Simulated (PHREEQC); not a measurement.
A PHREEQC speciation (ion-association model, wateq4f.dat) at 20 °C gives pH 2.63 and these molalities:

```
species   mol/kgw
-------  --------
H+        0.00246
SO4-2    0.000942
H2SeO3   0.000506
HSeO3-   0.000414
HSO4-    0.000158
```

Question: What are the element totals, and what could have been dissolved in 1 kg of water to give them?

Answer: This is not unique; one that fits is totals S(6) 0.00110, Se(4) 0.000920 mol/kgw, from 0.00092 mol H2SeO3 and 0.0011 mol H2SO4 per kg of water.

This is a speciation only: nothing precipitates in the calculation.
